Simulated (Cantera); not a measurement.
A perfectly stirred reactor is fed with CH4 : H2 : O2 : N2 = 1 : 0.54 : 4.28 : 16.1 (molar parts), equivalence ratio 0.53, at 0.430 bar; it is adiabatic with a 448 K inlet, and is followed from long to short residence time, starting on the burning branch (τ in s: 0.11, 0.045, 0.019, 0.0077, 0.0032, 0.0013, 0.00055, 0.00023, 9.6e-05, 4e-05, 1.6e-05, 6.8e-06).

Model: GRI-Mech 3.0 (53 species, 325 reactions), integrated in Cantera.

Problem. Predict: blow-out, bracketed by the residence times tried; x(CH4) at τ = 0.110 s; x(H2) at τ = 0.110 s; x(O2) at τ = 0.110 s; x(HO2) at τ = 0.110 s; x(CH2O) at τ = 0.110 s; x(CH4) at τ = 0.550 ms; x(H2) at τ = 0.550 ms; x(O2) at τ = 0.550 ms; x(HO2) at τ = 0.550 ms; x(CH2O) at τ = 0.550 ms.

Solution. 
* **blow-out, bracketed by the residence times tried**: burning at 0.550 ms, out at 0.230 ms
* **x(CH4) at τ = 0.110 s**: 1.36e-5
* **x(H2) at τ = 0.110 s**: 0.000213
* **x(O2) at τ = 0.110 s**: 0.0926
* **x(HO2) at τ = 0.110 s**: 2.16e-6
* **x(CH2O) at τ = 0.110 s**: 1.40e-6
* **x(CH4) at τ = 0.550 ms**: 0.000714
* **x(H2) at τ = 0.550 ms**: 0.00424
* **x(O2) at τ = 0.550 ms**: 0.0998
* **x(HO2) at τ = 0.550 ms**: 2.97e-5
* **x(CH2O) at τ = 0.550 ms**: 5.88e-5
